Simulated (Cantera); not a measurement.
An adiabatic, constant-volume homogeneous reactor starts with CH3OH : O2 : N2 : H2O = 1 : 2.54 : 9.66 : 0.34 (molar parts), equivalence ratio 0.59, at 1798 K and 5.00 bar. Integrator tolerance rtol = 1e-08.

Detailed kinetics in Cantera: GRI-Mech 3.0 (53 species, 325 reactions). GRI-Mech 3.0 was tuned for natural gas; its chemistry of methanol as a main component is partial and can be far from experiment.

Q: What does this change do: pressure from 5.00 bar to 3.90 bar?

A: 
```json
[
 {"quantity": "time of steepest temperature rise", "before": "5.63 µs", "after": "7.01 µs"},
 {"quantity": "temperature at 2.00 s", "before": "2877 K", "after": "2861 K"},
 {"quantity": "equilibrium temperature", "before": "2877 K", "after": "2861 K"},
 {"quantity": "x(CH3OH) at 2.00 s", "before": "<1e-12 (gas-phase equilibrium <1e-12)", "after": "<1e-12 (gas-phase equilibrium <1e-12)"},
 {"quantity": "x(O2) at 2.00 s", "before": "0.0648 (gas-phase equilibrium 0.0648)", "after": "0.0651 (gas-phase equilibrium 0.0651)"},
 {"quantity": "x(H2O) at 2.00 s", "before": "0.145 (gas-phase equilibrium 0.145)", "after": "0.144 (gas-phase equilibrium 0.144)"},
 {"quantity": "x(CH3) at 2.00 s", "before": "<1e-12 (gas-phase equilibrium <1e-12)", "after": "<1e-12 (gas-phase equilibrium <1e-12)"},
 {"quantity": "x(CH2O) at 2.00 s", "before": "3.01e-10 (gas-phase equilibrium 3.01e-10)", "after": "2.59e-10 (gas-phase equilibrium 2.59e-10)"}
]
```

Q: What does this change do: initial temperature 1798 to 1375 K?

A: 
```csv
quantity,before,after
time of steepest temperature rise,5.63 µs,0.210 ms
temperature at 2.00 s,2877 K,2676 K
equilibrium temperature,2877 K,2676 K
x(CH3OH) at 2.00 s,<1e-12 (gas-phase equilibrium <1e-12),<1e-12 (gas-phase equilibrium <1e-12)
x(O2) at 2.00 s,0.0648 (gas-phase equilibrium 0.0648),0.0658 (gas-phase equilibrium 0.0658)
x(H2O) at 2.00 s,0.145 (gas-phase equilibrium 0.145),0.156 (gas-phase equilibrium 0.156)
x(CH3) at 2.00 s,<1e-12 (gas-phase equilibrium <1e-12),<1e-12 (gas-phase equilibrium <1e-12)
x(CH2O) at 2.00 s,3.01e-10 (gas-phase equilibrium 3.01e-10),7.08e-11 (gas-phase equilibrium 7.08e-11)
```
